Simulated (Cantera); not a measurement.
Input: 1 mol PbO, 0.52 mol O2, 9.2 mol H2, equilibrated at 1.33 mbar.

These are equilibrium values from Cantera (NASA tables, ideal gas, pure condensed phases), not measurements of a reactor. Candidate condensed phases: H2O, Pb, PbO, PbO2, Pb3O4; 12 gas species. Equilibrium is a limit: real reactors are often held back by kinetics, nucleation or transport.

Q: At 852 °C, list the 3 most abundant gas species with their mole fractions, and the condensed phases.

A: H2 0.702, H2O 0.200, Pb 0.0980. Condensed: gas only.
